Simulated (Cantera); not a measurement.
A closed system holds: 1 mol HMDSO, 0.096 mol O2, equilibrated at 1125 K and 2400 Pa.

These are equilibrium values from Cantera (NASA tables, ideal gas, pure condensed phases), not measurements of a reactor. Candidate condensed phases: C, C6H6, C7H8, C8H18, H2O, Si, SiC, SiO2; 123 gas species. The feed counts by its element totals alone. Mutual solubility and eutectic melting of coexisting phases are not modelled. The numbers say what is thermodynamically allowed, not how fast it happens.

Base state: H2 0.999, CH4 0.000691, CO 0.000301 (mole fractions); condensed: C(graphite) + SiC(s) + SiO2(β-quartz).

**Question.** What changes in the equilibrium state with this change: HMDSO replaced by Si2H6?

**Answer.** 
```csv
species,before,after
H2,0.999,1.000
CH4,0.000691,0
CO,0.000301,0
"C(graphite), mol",4.59,0
"SiC(s), mol",1.41,0
"SiO2(β-quartz), mol",0.595,0.0960
"Si(s), mol",0,1.90
```
